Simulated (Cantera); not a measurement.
A Cantera script and what it prints.

```python
import numpy as np
import cantera as ct

gas_names = """
    Fe FeO Fe(OH)2 H HO2 H2 H2O H2O2 H2S H2SO4 O OH O2 O3 S SH SO SO2 SO3 S2 S2O S8
""".split()
cond_names = """
    Fe(a) Fe(c) Fe(d) Fe(L) FeO(s) FeO(L) Fe(OH)2(s) Fe(OH)3(s) FeS(a) FeS(b) FeS(c) FeS(L) FeSO4(s)
    FeS2(s) Fe2O3(s) Fe2S3O12(s) Fe3O4(s) H2O(s) H2O(L) H2SO4(L) S(cr1) S(cr2) S(L)
""".split()


def load(file, names, dense=False):
    # The tables refer to 1 bar. Condensed volumes are neglected.
    table = {s.name: s for s in ct.Species.list_from_file(file)}
    out = []
    for n in names:
        d = dict(table[n].input_data)
        d["thermo"] = dict(d["thermo"], **{"reference-pressure": 1e5})
        if dense:
            d["equation-of-state"] = {"model": "constant-volume", "density": "1e6 g/cm^3"}
        out.append(ct.Species.from_dict(d))
    return out


gas = ct.Solution(thermo="ideal-gas", species=load("nasa_gas.yaml", gas_names))
cond = {s.name: ct.Solution(thermo="fixed-stoichiometry", species=[s], name=s.name)
        for s in load("nasa_condensed.yaml", cond_names, dense=True)}
atoms = {
    'FeS': {'Fe': 1, 'S': 1},
    'O2': {'O': 2},
    'H2O': {'H': 2, 'O': 1},
}
top_T = {'FeSO4(s)': 950, 'FeS2(s)': 1010, 'Fe2O3(s)': 1830, 'Fe2S3O12(s)': 1100, 'Fe3O4(s)': 1870}  # K; cautious upper limits of use, not melting points


def equilibrate(T, P, feed):
    n = {}
    for name, mol in feed.items():
        for a, k in atoms[name].items():
            n[a] = n.get(a, 0.0) + k * mol
    gas.TPX = T, P, n
    mass = sum(n.values()) * gas.mean_molecular_weight
    gas.equilibrate("TP")
    valid = [c for c in cond.values() if c.min_temp <= T <= top_T.get(c.name, c.max_temp)]
    mix = ct.Mixture([(gas, mass / gas.mean_molecular_weight)] + [(c, 0.0) for c in valid])
    mix.T, mix.P = T, P
    mix.equilibrate("TP", solver="vcs", rtol=1e-11, max_steps=5000)
    return mix


results = []
feed = {'FeS': 1, 'O2': 0.28, 'H2O': 0.054}  # mol
P = 10000  # Pa
for T in [800, 850, 900, 950, 1000, 1050, 1100, 1150, 1200, 1250, 1300, 1350, 1400]:
    mix = equilibrate(T, P, feed)
    results.append((T, P, feed, dict(zip(mix.species_names, mix.species_moles))))
    x = sorted(zip(gas.X, gas.species_names), reverse=True)
    print(f"T = {T:g} K  P = {P:g} Pa  gas = {mix.phase_moles(0):.4g} mol")
    print("   x: " + "  ".join(f"{s} {v:.3e}" for v, s in x if v > 0.001))
    print("   condensed (mol): " + ("  ".join(f"{mix.phase(i).name} {mix.phase_moles(i):.4g}"
          for i in range(1, mix.n_phases) if mix.phase_moles(i) > 1e-12) or "none"))
```

Result:

```
T = 800 K  P = 10000 Pa  gas = 0.05649 mol
   x: H2O 9.436e-01  SO2 4.307e-02  H2S 1.172e-02
   condensed (mol): FeS(c) 0.1695  FeS2(s) 0.4137  Fe3O4(s) 0.139
T = 850 K  P = 10000 Pa  gas = 0.1627 mol
   x: SO2 6.548e-01  H2O 3.263e-01  S2 1.214e-02  H2S 5.537e-03  S2O 1.053e-03
   condensed (mol): FeS(c) 0.5901  FeS2(s) 0.1491  Fe3O4(s) 0.08693
T = 900 K  P = 10000 Pa  gas = 0.2227 mol
   x: SO2 7.380e-01  H2O 2.380e-01  S2 1.805e-02  H2S 4.263e-03  S2O 1.460e-03
   condensed (mol): FeS(c) 0.826  Fe3O4(s) 0.058
T = 950 K  P = 10000 Pa  gas = 0.2229 mol
   x: SO2 7.324e-01  H2O 2.374e-01  S2 2.360e-02  H2S 4.433e-03  S2O 1.730e-03
   condensed (mol): FeS(c) 0.8244  Fe3O4(s) 0.05853
T = 1000 K  P = 10000 Pa  gas = 0.2232 mol
   x: SO2 7.260e-01  H2O 2.367e-01  S2 3.007e-02  H2S 4.602e-03  S2O 2.016e-03
   condensed (mol): FeS(c) 0.8226  Fe3O4(s) 0.05914
T = 1050 K  P = 10000 Pa  gas = 0.2236 mol
   x: SO2 7.187e-01  H2O 2.358e-01  S2 3.742e-02  H2S 4.765e-03  S2O 2.312e-03
   condensed (mol): FeS(c) 0.8205  Fe3O4(s) 0.05985
T = 1100 K  P = 10000 Pa  gas = 0.224 mol
   x: SO2 7.105e-01  H2O 2.347e-01  S2 4.561e-02  H2S 4.918e-03  S2O 2.614e-03  H2 1.435e-03
   condensed (mol): FeS(c) 0.8181  Fe3O4(s) 0.06063
T = 1150 K  P = 10000 Pa  gas = 0.2244 mol
   x: SO2 7.016e-01  H2O 2.335e-01  S2 5.455e-02  H2S 5.060e-03  S2O 2.917e-03  H2 2.072e-03
   condensed (mol): FeS(c) 0.8155  Fe3O4(s) 0.06149
T = 1200 K  P = 10000 Pa  gas = 0.2249 mol
   x: SO2 6.920e-01  H2O 2.320e-01  S2 6.416e-02  H2S 5.188e-03  S2O 3.218e-03  H2 2.904e-03
   condensed (mol): FeS(c) 0.8127  Fe3O4(s) 0.06242
T = 1250 K  P = 10000 Pa  gas = 0.2255 mol
   x: SO2 6.817e-01  H2O 2.302e-01  S2 7.432e-02  H2S 5.301e-03  H2 3.962e-03  S2O 3.512e-03
   condensed (mol): FeS(c) 0.8098  Fe3O4(s) 0.06342
T = 1300 K  P = 10000 Pa  gas = 0.2261 mol
   x: SO2 6.709e-01  H2O 2.281e-01  S2 8.491e-02  H2S 5.397e-03  H2 5.273e-03  S2O 3.796e-03  SO 1.512e-03
   condensed (mol): FeS(c) 0.8066  Fe3O4(s) 0.06446
T = 1350 K  P = 10000 Pa  gas = 0.25 mol
   x: SO2 6.741e-01  H2O 2.045e-01  S2 1.030e-01  H2 6.265e-03  H2S 5.177e-03  S2O 4.341e-03  SO 2.412e-03
   condensed (mol): FeO(s) 0.2241  FeS(c) 0.7759
T = 1400 K  P = 10000 Pa  gas = 0.2529 mol
   x: SO2 6.448e-01  H2O 1.992e-01  S2 1.328e-01  H2 8.286e-03  H2S 5.829e-03  S2O 5.074e-03  SO 3.698e-03
   condensed (mol): FeO(s) 0.2353  FeS(c) 0.7647
```

Method: chemical equilibrium by Gibbs-energy minimisation in Cantera with the NASA 1993 tables (ideal gas, pure condensed phases). Metal and sulfide melt together well below either melting point, which pure phases cannot show. Mutual solubility and eutectic melting of coexisting phases are not modelled. The tables' stoichiometric FeO is somewhat more stable than real wüstite, so its field is too wide. FeO, FeS: taken at fixed stoichiometry. Gases not in the tables: S3 to S7.
